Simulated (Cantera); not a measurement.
Charge: 1 mol Fe2O3, a varied amount of CO, equilibrated at 66.8 Torr.

These are equilibrium values from Cantera (NASA tables, ideal gas, pure condensed phases), not measurements of a reactor. Candidate condensed phases: C, Fe, Fe(CO)5, FeO, Fe2O3, Fe3O4; 15 gas species. Each liquid is taken as pure. Mutual solubility and eutectic melting of coexisting phases are not modelled. The tables' stoichiometric FeO is somewhat more stable than real wüstite, so its field is too wide. FeO: taken at fixed stoichiometry. Equilibrium is a limit: real reactors are often held back by kinetics, nucleation or transport.

Task: What condenses at these points (T in K, n(CO) in mol): (2023, 9.5); (1723, 1.7); (1923, 7.7); (1773, 12); (1823, 1.7)?

Result: 
| T (K) | n(CO) in mol | condensed phases | Fe condensed (%) |
|---|---|---|---|
| 2023 | 9.5 | FeO | 97.9 |
| 1723 | 1.7 | FeO | 100.0 |
| 1923 | 7.7 | FeO | 99.5 |
| 1773 | 12 | Fe + FeO | 99.9 |
| 1823 | 1.7 | FeO | 100.0 |
